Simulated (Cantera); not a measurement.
## Equilibrium for chemical vapour transport: Al + H2O + N2

Feed: 1 mol Al, 0.62 mol H2O, 0.065 mol N2, held at 1198.15 K and 1700 Pa.

Cantera equilibrium calculation (NASA polynomials, part measured and part estimated; ideal gas, pure solids and liquids). Candidate condensed phases: Al, AlN, Al2O3, H2O; 35 gas species. Mutual solubility and eutectic melting of coexisting phases are not modelled. Kinetics and transport are ignored.

| Property | Result |
|---|---|
| x(H2) | 1.000 |
| x(Al) | 1.49e-6 |
| x(H) | 1.46e-6 |
| x(AlH) | 1.02e-6 |
| n(Al(l)) | 0.457 mol |
| n(AlN(s)) | 0.130 mol |
| n(Al2O3(s)) | 0.207 mol |
| gas amount | 0.6200 mol |
